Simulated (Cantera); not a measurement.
An isothermal, constant-pressure homogeneous reactor starts with CH₄ : H₂O = 1 : 4 (molar parts), at 1300 K and 4.93 atm.

Computed with Cantera and GRI-Mech 3.0 (53 species, 325 reactions).

Task: Predict: x(CH₄) at 20.0 s; x(H₂O) at 20.0 s; x(H₂) at 20.0 s; x(CH₂O) at 20.0 s; x(H) at 20.0 s.

Result: 
```json
{
  "x(CH₄) at 20.0 s": "0.135 (gas-phase equilibrium 4.73e-5)",
  "x(H₂O) at 20.0 s": "0.746 (gas-phase equilibrium 0.384)",
  "x(H₂) at 20.0 s": "0.0869 (gas-phase equilibrium 0.473)",
  "x(CH₂O) at 20.0 s": "7.65e-7 (gas-phase equilibrium 1.09e-7)",
  "x(H) at 20.0 s": "1.46e-7 (gas-phase equilibrium 3.43e-7)"
}
```
